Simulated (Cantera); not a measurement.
An isothermal, constant-pressure homogeneous reactor starts with 14.3 % N₂O, 0.200 % H₂, 85.5 % N₂, at 1550 K and 2100 Pa.

Detailed kinetics in Cantera: GRI-Mech 3.0 (53 species, 325 reactions). GRI-Mech 3.0 was tuned for natural gas; its chemistry of N2O as a main component is partial and can be far from experiment. Radical loss at walls, strong at low pressure, is not modelled. The temperature is held fixed by assumption; the heat of reaction is taken as removed at once.

x: mole fraction; the columns are a selection and need not sum to one.

```tsv
t (s)	x N₂O	x H₂	x NO	x OH	x H₂O
0.000200	0.143	0.00199	2.07e-6	…	2.75e-7
0.000385	0.142	0.00199	6.98e-6	…	1.95e-6
0.000741	0.142	0.00197	2.18e-5	…	1.24e-5
0.00143	0.142	0.00188	6.15e-5	…	6.71e-5
0.00275	0.141	0.00163	0.000155	…	0.000281
0.00529	0.140	0.00109	0.000347	…	0.000794
0.0102	0.138	0.000481	0.000698	…	0.00142
0.0196	0.135	0.000132	0.00134	…	0.00180
0.0378	0.129	1.94e-5	0.00257	8.62e-5	0.00192
0.0728	0.119	1.36e-6	0.00480	8.08e-5	0.00193
0.140	0.102	7.08e-7	0.00858	8.25e-5	0.00192
0.270	0.0761	7.78e-7	0.0142	8.31e-5	0.00189
0.519	0.0437	9.40e-7	0.0211	8.20e-5	0.00186
1.00	0.0153	1.17e-6	0.0269	7.94e-5	0.00184
```

Task: Complete the blanks.

Result: 
- 0.000200, x OH: 2.77e-6
- 0.000385, x OH: 9.75e-6
- 0.000741, x OH: 3.01e-5
- 0.00143, x OH: 7.61e-5
- 0.00275, x OH: 0.000144
- 0.00529, x OH: 0.000189
- 0.0102, x OH: 0.000170
- 0.0196, x OH: 0.000118
